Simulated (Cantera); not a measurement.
A closed system holds: 1 mol Si3N4, 0.062 mol N2O, a varied amount of H2, held at 2.20 Pa.

These are equilibrium values from Cantera (NASA tables, ideal gas, pure condensed phases), not measurements of a reactor. Candidate condensed phases: H2O, Si, SiO2, Si2N2O, Si3N4; 35 gas species. Mutual solubility and eutectic melting of coexisting phases are not modelled. Equilibrium is a limit: real reactors are often held back by kinetics, nucleation or transport.

Stable condensed phases, one row left out:

```
T in K \ n(H2) in mol
         8.1  13  18  24  29  34  39  44  50  55  60  65
   2048    A   A   A   A   A   A   A   A   A   A   A   A
   1948    A   A   A   A   A   A   A   A   A   A   A   A
   1848    A   A   A   A   A   A   A   A   A   A   A   A
   1648    B   B   B   B   B   B   B   B   B   B   B   B
   1548    B   B   B   B   B   B   B   B   B   B   B   B
   1448    B   B   B   B   B   B   B   B   B   B   B   B
   1348    C   C   C   C   D   D   D   D   B   B   B   B
   1248    E   E   C   C   C   C   C   C   C   C   C   C
   1148    E   E   E   E   E   E   E   E   E   E   E   E
```

A: gas only; B: Si; C: Si + Si2N2O + Si3N4; D: Si + Si2N2O; E: Si2N2O + Si3N4.

### Question
Give the row for 1748 K.

### Answer
8.1: Si; 13: Si; 18: Si; 24: Si; 29: Si; 34: Si; 39: gas only; 44: gas only; 50: gas only; 55: gas only; 60: gas only; 65: gas only.
